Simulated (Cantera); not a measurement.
**Equilibrium for abatement and gas-phase synthesis: HF + H2O + N2**

Input: 1 mol HF, 0.32 mol H2O, 0.39 mol N2, held at 13.0 Pa.

Cantera equilibrium calculation (NASA polynomials, part measured and part estimated; ideal gas, pure solids and liquids). Candidate condensed phases: H2O; 40 gas species. Rates play no part.

```
T (K)  log p HF  log p H  log p F  log p N2  log p O  log p H2  log p H2O  log p OH  log p O2
-----  --------  -------  -------  --------  -------  --------  ---------  --------  --------
2298      -4.20    -4.68    -6.49     -4.61    -5.10     -5.33      -5.42     -5.57     -5.57
2348      -4.22    -4.61    -6.29     -4.63    -5.00     -5.40      -5.65     -5.63     -5.64
2398      -4.24    -4.55    -6.09     -4.64    -4.93     -5.50      -5.92     -5.71     -5.73
2448      -4.25    -4.51    -5.88     -4.65    -4.88     -5.62      -6.21     -5.81     -5.85
2498      -4.27    -4.48    -5.67     -4.66    -4.84     -5.76      -6.53     -5.94     -6.00
2548      -4.28    -4.46    -5.48     -4.67    -4.82     -5.89      -6.85     -6.07     -6.17
2598      -4.31    -4.43    -5.29     -4.68    -4.81     -6.02      -7.17     -6.21     -6.34
2648      -4.34    -4.41    -5.13     -4.69    -4.81     -6.15      -7.48     -6.35     -6.53
2698      -4.39    -4.38    -4.98     -4.70    -4.81     -6.26      -7.78     -6.49     -6.72
2748      -4.45    -4.35    -4.86     -4.71    -4.81     -6.36      -8.07     -6.63     -6.92
2798      -4.52    -4.32    -4.75     -4.73    -4.83     -6.47      -8.36     -6.77     -7.11
2848      -4.60    -4.30    -4.67     -4.74    -4.84     -6.56      -8.63     -6.90     -7.31
2898      -4.70    -4.27    -4.60     -4.76    -4.85     -6.66      -8.91     -7.03     -7.49
2948      -4.81    -4.26    -4.55     -4.77    -4.86     -6.77      -9.18     -7.16     -7.67
```
log p: log10 of the partial pressure in bar; nothing condenses.

From 2298 K to 2948 K nothing is condensed.
